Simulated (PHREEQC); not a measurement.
Solution (25 °C): 0.0027 mol CuCl2, 0.049 mol HNO3 and 0.22 mol NaCl per kg of water. Closed to the air; pH follows from the charge balance.

Computed with PHREEQC (ion-association model, phreeqc.dat).

```
quantity               before     after
-------------------  --------  --------
pH                       1.42      2.37
Cu+2 (mol/kgw)        0.00227  0.000261
CuCl+ (mol/kgw)      0.000407   8.78e-6
CuCl2 (mol/kgw)       2.22e-5   7.64e-8
CuOH+ (mol/kgw)      2.51e-10  3.95e-10
SI of Halite (NaCl)     -3.17     -5.01
```

Q: Name the change that produced these shifts.
(A) diluted 100-fold with water
(B) 0.019 mol/kgw NaOH added
(C) temperature from 25 to 15 °C
(D) diluted 10-fold with water
(E) NaCl from 0.22 to 0.022 mol/kgw

A: D, diluted 10-fold with water

Precipitation was switched off in this run.
